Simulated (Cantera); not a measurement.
Charge: 1 mol MgO, 1.8 mol NF3, held at 1823.15 K and 133 Pa.

These are equilibrium values from Cantera (NASA tables, ideal gas, pure condensed phases), not measurements of a reactor. Candidate condensed phases: Mg, MgF2, MgO; 24 gas species. Equilibrium is a limit: real reactors are often held back by kinetics, nucleation or transport.

Base state: F 0.586, MgF2 0.172, N2 0.154, O2 0.0849, NO 0.00126, O 0.00121 (mole fractions); condensed: gas only.

**Question.** What changes in the equilibrium state with this change: MgO replaced by SiO2?

**Answer.** 
| species | before | after |
|---|---|---|
| F | 0.586 | 0.325 |
| SiF4 | 0 | 0.232 |
| O2 | 0.0849 | 0.230 |
| MgF2 | 0.172 | 0 |
| N2 | 0.154 | 0.208 |
| NO | 0.00126 | 0.00242 |
| O | 0.00121 | 0.00198 |
Further candidate phases: Si, SiO2, Si2N2O, Si3N4.
